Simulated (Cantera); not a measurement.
Cantera run, input and output.

```python
import numpy as np
import cantera as ct

gas = ct.Solution("gri30.yaml")
gas.TPX = 625, 100000, {'CH4': 1, 'O2': 3.4, 'N2': 17.1}
inlet = ct.Reservoir(gas, clone=True)
gas.equilibrate("HP")  # start burning
reactor = ct.IdealGasConstPressureReactor(gas, energy="on", clone=False)
exhaust = ct.Reservoir(gas, clone=True)
tau = [0.032, 0.016, 0.0076, 0.0037, 0.0018, 0.00089, 0.00044, 0.00021, 0.0001, 5.1e-05, 2.5e-05][0]
for a, b in ((inlet, reactor), (reactor, exhaust)):
    ct.MassFlowController(a, b, mdot=lambda t: reactor.mass / tau)
net = ct.ReactorNet([reactor])
show = ['CH4', 'O2', 'CH3', 'HCN', 'CH2CO']

rows = []
print(f"{'tau/s':>10s}{'T/K':>9s}" + "".join(f"{s:>11s}" for s in show))
for tau in [0.032, 0.016, 0.0076, 0.0037, 0.0018, 0.00089, 0.00044, 0.00021, 0.0001, 5.1e-05, 2.5e-05]:
    net.initial_time = 0.0
    net.advance(30 * tau)
    before = gas.X
    net.advance(40 * tau)
    drift = np.max(np.abs(gas.X - before) / (gas.X + 1e-9))
    rows.append([gas.T, *gas[show].X, drift])
    print(f"{tau:10.3e}{gas.T:9.1f}" + "".join(f"{x:11.3e}" for x in gas[show].X))
```

Result:

```
     tau/s      T/K        CH4         O2        CH3        HCN      CH2CO
 3.200e-02   1665.8  2.736e-05  6.515e-02  4.624e-06  5.291e-09  4.301e-09
 1.600e-02   1659.5  4.247e-05  6.529e-02  6.728e-06  7.330e-09  7.610e-09
 7.600e-03   1649.3  6.864e-05  6.557e-02  1.004e-05  1.116e-08  1.391e-08
 3.700e-03   1634.2  1.111e-04  6.606e-02  1.490e-05  1.772e-08  2.534e-08
 1.800e-03   1611.6  1.865e-04  6.694e-02  2.270e-05  2.884e-08  4.893e-08
 8.900e-04   1578.4  3.320e-04  6.854e-02  3.616e-05  4.638e-08  1.057e-07
 4.400e-04   1526.2  6.959e-04  7.182e-02  6.588e-05  7.490e-08  3.119e-07
 2.100e-04    625.0  4.651e-02  1.581e-01  4.552e-17  2.987e-21  4.068e-19
 1.000e-04    625.0  4.651e-02  1.581e-01  2.146e-17  1.199e-24  1.633e-22
 5.100e-05    625.0  4.651e-02  1.581e-01  1.127e-17  3.807e-26  5.185e-24
 2.500e-05    625.0  4.651e-02  1.581e-01  5.632e-18  1.741e-27  2.372e-25
```

Cantera simulation using GRI-Mech 3.0 (53 species, 325 reactions); the numbers are that mechanism's predictions, not measurements.
